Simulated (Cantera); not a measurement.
# Si2H6 + NO + H2 (silicon oxide and oxynitride deposition)

Charge: 1 mol Si2H6, 0.19 mol NO, 3.2 mol H2, held at 1850 K.

Equilibrium computed with Cantera from the NASA thermochemical tables; the gas is ideal and each condensed phase is pure. Candidate condensed phases: H2O, Si, SiO2, Si2N2O, Si3N4; 35 gas species. The feed counts by its element totals alone. Mutual solubility and eutectic melting of coexisting phases are not modelled. The tables' values for SiN are old estimates; treat these amounts as uncertain. Gases not in the tables: Si2H6 and higher silanes. Equilibrium is a limit: real reactors are often held back by kinetics, nucleation or transport.

From 0.0375 Torr to 44.3 Torr the condensed part is Si(l). From 180 Torr to 750 Torr the condensed part is Si(l) + Si2N2O(s). The main Si-bearing gas is Si at 0.0375 Torr and SiO at 750 Torr. The share of Si in condensed phases is highest at 750 Torr (95.0 %) and lowest at 0.0375 Torr (39.2 %).

```json
[
 {"P (Pa)": "5", "x H2": "0.766", "x Si": "0.129", "x H": "0.0667", "x SiO": "0.0245", "x N2": "0.0122", "n Si(l)": "0.783", "n Si2N2O(s)": "0"},
 {"P (Pa)": "21", "x H2": "0.892", "x Si": "0.0307", "x H": "0.0351", "x SiO": "0.0279", "x N2": "0.0139", "n Si(l)": "1.59", "n Si2N2O(s)": "0"},
 {"P (Pa)": "85", "x H2": "0.931", "x Si": "0.00759", "x H": "0.0178", "x SiO": "0.0288", "x N2": "0.0144", "n Si(l)": "1.76", "n Si2N2O(s)": "0"},
 {"P (Pa)": "350", "x H2": "0.945", "x Si": "0.00184", "x H": "0.00885", "x SiO": "0.0291", "x N2": "0.0145", "n Si(l)": "1.80", "n Si2N2O(s)": "0"},
 {"P (Pa)": "1400", "x H2": "0.951", "x Si": "0.000461", "x H": "0.00444", "x SiO": "0.0292", "x N2": "0.0146", "n Si(l)": "1.81", "n Si2N2O(s)": "0"},
 {"P (Pa)": "5900", "x H2": "0.954", "x Si": "0.000109", "x H": "0.00217", "x SiO": "0.0293", "x N2": "0.0146", "n Si(l)": "1.81", "n Si2N2O(s)": "0"},
 {"P (Pa)": "24000", "x H2": "0.965", "x Si": "2.69e-5", "x H": "0.00108", "x SiO": "0.0245", "x N2": "0.00973", "n Si(l)": "1.78", "n Si2N2O(s)": "0.0325"},
 {"P (Pa)": "100000", "x H2": "0.983", "x Si": "6.45e-6", "x H": "0.000534", "x SiO": "0.0159", "x N2": "0.000863", "n Si(l)": "1.72", "n Si2N2O(s)": "0.0896"}
]
```
x: gas mole fraction; n: condensed amount in mol.
